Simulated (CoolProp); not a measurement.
CHF3 (R23) at several states: density (kg/m³) from the reference equation and from simpler models built on Tc = 26.1 °C, pc = 4832 kPa, ω = 0.263; each cubic takes its own stable root.

Values from CoolProp's reference Helmholtz-energy equation of state, Penoncello 2003.

```tsv
T (°C)	p (kPa)	phase	reference	van der Waals	Soave-Redlich-Kwong
120.45	182	gas	3.914	3.916	3.912
80.95	1540	gas	39.19	39.19	38.98
-147.85	1680	liquid	1680	[?]	[?]
76.55	7780	supercritical	[?]	[?]	282.0
54.65	517	gas	13.67	13.63	13.65
20.45	630	gas	19.06	18.86	19.00
```

Problem. What belongs in the gaps?

Solution. 
- -147.85, van der Waals: 933.0
- -147.85, Soave-Redlich-Kwong: 1407
- 76.55, reference: 302.8
- 76.55, van der Waals: 339.1
